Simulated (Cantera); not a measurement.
Input (Python, Cantera):

```python
import numpy as np
import cantera as ct

gas = ct.Solution("gri30.yaml", transport_model="multicomponent")
show = ['H2O', 'CH3', 'CO2']

rows = []
print(f"{'T/K':>7s}{'rho':>11s}{'cp':>10s}{'mu':>11s}{'lambda':>11s}{'Pr':>7s}" + "".join(f"{'D_' + s:>11s}" for s in show))
for T in [400, 550, 700, 850, 1000, 1150, 1300]:
    gas.TPX = T, 2666, {'N2O': 0.49, 'O2': 0.75, 'NO': 0.43}
    Pr = gas.cp_mass * gas.viscosity / gas.thermal_conductivity
    D = [gas.mix_diff_coeffs_mole[gas.species_index(s)] for s in show]
    rows.append([gas.density, gas.cp_mass, gas.viscosity, gas.thermal_conductivity, Pr, *D])
    print(f"{T:7g}{gas.density:11.4e}{gas.cp_mass:10.1f}{gas.viscosity:11.4e}"
          f"{gas.thermal_conductivity:11.4e}{Pr:7.3f}" + "".join(f"{d:11.4e}" for d in D))
print("SI units: kg/m3, J/kg/K, Pa s, W/m/K, m2/s")
```

Output:

```
    T/K        rho        cp         mu     lambda     Pr      D_H2O      D_CH3      D_CO2
    400 2.8065e-02     964.6 2.2799e-05 3.0597e-02  0.719 1.3634e-03 1.3178e-03 9.0161e-04
    550 2.0411e-02    1028.0 2.8986e-05 4.1300e-02  0.721 2.4956e-03 2.3047e-03 1.5987e-03
    700 1.6037e-02    1083.0 3.4444e-05 5.1621e-02  0.723 3.8890e-03 3.4900e-03 2.4405e-03
    850 1.3207e-02    1126.8 3.9406e-05 6.1398e-02  0.723 5.5142e-03 4.8554e-03 3.4125e-03
   1000 1.1226e-02    1160.3 4.4005e-05 7.0581e-02  0.723 7.3505e-03 6.3881e-03 4.5048e-03
   1150 9.7617e-03    1183.5 4.8324e-05 7.9083e-02  0.723 9.3823e-03 8.0781e-03 5.7099e-03
   1300 8.6354e-03    1203.7 5.2419e-05 8.7268e-02  0.723 1.1598e-02 9.9176e-03 7.0217e-03
SI units: kg/m3, J/kg/K, Pa s, W/m/K, m2/s
```

Cantera simulation using GRI-Mech 3.0 (53 species, 325 reactions); the numbers are that mechanism's predictions, not measurements. The composition is frozen, though it would react at the higher temperatures.
